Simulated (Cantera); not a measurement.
Feed: 1 mol Al, 1.5 mol H2O, 1.9 mol H2, 7 mol HCl, at 1548 K and 200 Pa.

Equilibrium computed with Cantera from the NASA thermochemical tables; the gas is ideal and each condensed phase is pure. Candidate condensed phases: Al, AlCl3, Al2O3, H2O; 29 gas species. The tables' values for AlCl2 are old estimates; treat these amounts as uncertain. Equilibrium is a limit: real reactors are often held back by kinetics, nucleation or transport.

Base state: HCl 0.670, H2 0.327, H2O 0.00140, AlCl3 0.000848, Cl 0.000644, H 0.000394, AlCl2 5.77e-5, AlCl 2.56e-5 (mole fractions); condensed: Al2O3(s).

Problem. What changes in the equilibrium state with this change: pressure from 200 Pa to 48.0 Pa?

Solution. 
| species | before | after |
|---|---|---|
| HCl | 0.670 | 0.669 |
| H2 | 0.327 | 0.327 |
| Cl | 0.000644 | 0.00131 |
| H | 0.000394 | 0.000803 |
| AlCl3 | 0.000848 | 0.000585 |
| AlCl | 2.56e-5 | 7.38e-5 |
| AlCl2 | 5.77e-5 | 8.13e-5 |
| Al2O3(s), mol | 0.495 | 0.496 |
